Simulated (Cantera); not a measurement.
An adiabatic, constant-pressure homogeneous reactor starts with CO : H2 : CH4 : O2 : N2 = 1 : 0.048 : 0.21 : 0.429 : 1.61 (molar parts), equivalence ratio 2.2, at 1123 K and 1.78 atm.

Cantera simulation using GRI-Mech 3.0 (53 species, 325 reactions); the numbers are that mechanism's predictions, not measurements.

Q: Predict: time of steepest temperature rise; temperature at 0.100 s; equilibrium temperature; x(CO) at 0.100 s; x(H2) at 0.100 s; x(N2O) at 0.100 s; x(CO2) at 0.100 s.

A: 
| Item | Result |
|---|---|
| time of steepest temperature rise | 15.9 ms |
| temperature at 0.100 s | 2462 K |
| equilibrium temperature | 2462 K |
| x(CO) at 0.100 s | 0.269 (gas-phase equilibrium 0.269) |
| x(H2) at 0.100 s | 0.0433 (gas-phase equilibrium 0.0433) |
| x(N2O) at 0.100 s | 1.78e-8 (gas-phase equilibrium 1.78e-8) |
| x(CO2) at 0.100 s | 0.0983 (gas-phase equilibrium 0.0983) |
